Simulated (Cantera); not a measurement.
Mixture: CH4 : O2 : N2 = 1 : 3.51 : 13.2 (molar parts), equivalence ratio 0.57, at 750 Torr, adiabatic and at constant pressure. Ignition delay is the time to a rise of 400 K.

Detailed kinetics in Cantera: GRI-Mech 3.0 (53 species, 325 reactions).

What does this change do: 0.16 parts H2 added?


```tsv
quantity	before	after
delay at 1150 K	71.2 ms	13.9 ms
delay at 1250 K	17.0 ms	4.80 ms
delay at 1350 K	4.75 ms	1.77 ms
delay at 1450 K	1.57 ms	0.740 ms
delay at 1550 K	0.619 ms	0.351 ms
apparent activation energy between 1500 and 1600 K	170 kJ/mol	140 kJ/mol
```
